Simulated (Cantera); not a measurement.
## Stirred combustor or abatement burner

A perfectly stirred reactor is fed with 2.92 % C3H8, 18.7 % O2, 70.4 % N2, 7.89 % H2O, equivalence ratio 0.78, at 8.60 bar; it is adiabatic with a 398 K inlet, and is followed from long to short residence time, starting on the burning branch (τ in s: 0.038, 0.016, 0.0068, 0.0029, 0.0012, 0.00052, 0.00022, 9.2e-05, 3.9e-05, 1.7e-05, 7e-06).

Cantera simulation using GRI-Mech 3.0 (53 species, 325 reactions); the numbers are that mechanism's predictions, not measurements. GRI-Mech 3.0 was tuned for natural gas; its chemistry of propane as a main component is partial and can be far from experiment.

| τ (s) | T (K) | x C3H8 | x O2 | x H2O | x O | x CO | x CO2 |
|---|---|---|---|---|---|---|---|
| 0.038 | 1959 | 3.27e-7 | 0.0399 | 0.190 | 4.41e-5 | 0.000283 | 0.0849 |
| 0.016 | 1956 | 7.26e-7 | 0.0400 | 0.189 | 5.60e-5 | 0.000446 | 0.0847 |
| 0.0068 | 1953 | 1.54e-6 | 0.0402 | 0.189 | 7.83e-5 | 0.000750 | 0.0843 |
| 0.0029 | 1946 | 3.17e-6 | 0.0405 | 0.189 | 0.000117 | 0.00130 | 0.0837 |
| 0.0012 | 1934 | 6.50e-6 | 0.0411 | 0.188 | 0.000183 | 0.00231 | 0.0825 |
| 0.00052 | 1916 | 1.27e-5 | 0.0421 | 0.187 | 0.000279 | 0.00399 | 0.0806 |
| 0.00022 | 1884 | 2.58e-5 | 0.0440 | 0.186 | 0.000412 | 0.00707 | 0.0771 |
| 9.2e-5 | 1824 | 5.94e-5 | 0.0482 | 0.184 | 0.000529 | 0.0132 | 0.0700 |
| 3.9e-5 | 398 | 0.0292 | 0.187 | 0.0789 | <1e-12 | <1e-12 | <1e-12 |
| 1.7e-5 | 398 | 0.0292 | 0.187 | 0.0789 | <1e-12 | <1e-12 | <1e-12 |
| 7.0e-6 | 398 | 0.0292 | 0.187 | 0.0789 | <1e-12 | <1e-12 | <1e-12 |
x: mole fraction; the columns are a selection and need not sum to one.
